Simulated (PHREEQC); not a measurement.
**Alkaline etch or developer**

Make-up at 85 °C: 0.225 mol KOH, 0.0072 mol CO2 and 0.023 mol K2CO3 per kg of water. Closed to the air; pH follows from the charge balance.

All values are PHREEQC results (ion-association model, phreeqc.dat), not measurements.

Precipitation was switched off in this run.

Estimate the pH, specific conductance, density.

pH 11.63; specific conductance 127000 µS/cm; density 0.982 g/cm³.

In which forms is C present?

CO3-2 99 %, HCO3- 1.0 % of the C.

Complexes and solids missing from the database can't appear. Constants without temperature data keep their 25 °C values here.
